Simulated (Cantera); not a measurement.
Feed: 1 mol MgO, 0.2 mol H2, at 2177 °C and 0.900 Torr.

Cantera equilibrium calculation (NASA polynomials, part measured and part estimated; ideal gas, pure solids and liquids). Candidate condensed phases: H2O, Mg, MgO, Mg(OH)2; 15 gas species. The tables' values for MgH are old estimates; treat these amounts as uncertain. The numbers say what is thermodynamically allowed, not how fast it happens.

Base state: Mg 0.530, O2 0.160, O 0.130, H 0.0680, H2O 0.0410, OH 0.0396, MgO 0.0156, H2 0.0137 (mole fractions); condensed: gas only.

Problem. What changes in the equilibrium state with this change: MgO replaced by Al2O3?

Solution. 
```
species         before    after
-------------  -------  -------
H2              0.0137    0.529
H               0.0680    0.422
H2O             0.0410   0.0229
Mg               0.530        0
MgO             0.0156        0
Al                   0   0.0140
O2               0.160  3.37e-5
O                0.130  0.00189
OH              0.0396  0.00357
Al2O                 0  0.00279
AlO                  0  0.00248
MgOH           0.00214        0
Al2O3(l), mol        0    0.997
```
The tables' values for AlOH are old estimates; treat these amounts as uncertain. Further candidate phases: Al, Al2O3.
